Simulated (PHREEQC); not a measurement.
Make-up at 25 °C: 0.014 mol H3PO4 and 0.00047 mol HF per kg of water. Closed to the air; pH follows from the charge balance.

The numbers come from PHREEQC with the ion-association model, phreeqc.dat.

Each row changes one thing in this solution. Precipitation was switched off in this run.

```
case                                             pH  ionic strength (mol/kgw)  H2PO4- (mol/kgw)  HPO4-2 (mol/kgw)
--------------------------------------------  -----  ------------------------  ----------------  ----------------
as made                                        2.17                   0.00736           0.00731           8.72e-8
HF left out                                    2.17                   0.00733           0.00733               ___
temperature from 25 to 65 °C                   2.23                   0.00638               ___           1.07e-7
H3PO4 from 0.014 to 0.0154 mol/kgw             2.14                   0.00785           0.00781           8.81e-8
diluted 100-fold with water                     ___                  0.000141          0.000137           6.37e-8
H3PO4 from 0.014 to 0.07 mol/kgw               1.73                    0.0208            0.0208           1.06e-7
temperature from 25 to 5 °C                    2.13                   0.00798           0.00792           7.74e-8
temperature from 25 to 60 °C                   2.22                   0.00648           0.00646           1.05e-7
H3PO4 replaced by K3PO4 at the same molality  11.75                    0.0681           1.11e-7           0.00746
```

**Question.** Complete the blanks.

**Answer.** 
- HF left out, HPO4-2 (mol/kgw): 8.77e-8
- temperature from 25 to 65 °C, H2PO4- (mol/kgw): 0.00635
- diluted 100-fold with water, pH: 3.86

Constants without temperature data keep their 25 °C values here.
